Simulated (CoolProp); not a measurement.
Properties of tetradecamethylhexasiloxane (MD4M) along the isotherm 346.85 °C.

The numbers come from the reference Helmholtz-energy equation of state, Thol 2019 in CoolProp.

```csv
p (kPa),phase,cp (kJ/(kg K)),fugacity coefficient
31.9,gas,2.088,0.9812
63.7,gas,2.092,0.9627
95.6,gas,2.097,0.9441
127,gas,2.102,0.9260
159,gas,2.108,0.9076
191,gas,2.115,0.8893
223,gas,2.123,0.8711
255,gas,2.132,0.8530
287,gas,2.142,0.8349
319,gas,2.154,0.8169
351,gas,2.169,0.7989
382,gas,2.187,0.7815
414,gas,2.210,0.7634
```
